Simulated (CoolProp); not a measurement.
Isopentane along the isobar 0.741 MPa: density (kg/m³) from the reference equation and from simpler models built on Tc = 460.3 K, pc = 3.378 MPa, ω = 0.227; each cubic takes its own stable root.

The numbers come from the reference Helmholtz-energy equation of state, Lemmon 2006 in CoolProp. It is a short technical equation, of lower accuracy than the large ones.

| T (K) | phase | reference | ideal gas | van der Waals | Peng-Robinson |
|---|---|---|---|---|---|
| 407.5 | gas | 18.04 | 15.78 | 17.44 | 18.15 |
| 414.6 | gas | 17.57 | 15.51 | 17.06 | 17.69 |
| 421.7 | gas | 17.13 | 15.25 | 16.70 | 17.26 |
| 428.8 | gas | 16.72 | 15.00 | 16.36 | 16.85 |
| 435.9 | gas | 16.34 | 14.75 | 16.03 | 16.47 |
| 443.1 | gas | 15.97 | 14.51 | 15.71 | 16.10 |
| 450.2 | gas | 15.63 | 14.28 | 15.41 | 15.76 |
| 457.3 | gas | 15.31 | 14.06 | 15.12 | 15.43 |
| 464.4 | gas | 15.00 | 13.85 | 14.85 | 15.12 |
| 471.5 | gas | 14.71 | 13.64 | 14.58 | 14.83 |
| 478.6 | gas | 14.43 | 13.44 | 14.33 | 14.54 |
| 485.8 | gas | 14.17 | 13.24 | 14.08 | 14.27 |
| 492.9 | gas | 13.91 | 13.05 | 13.84 | 14.01 |
| 500 | gas | 13.67 | 12.86 | 13.62 | 13.77 |
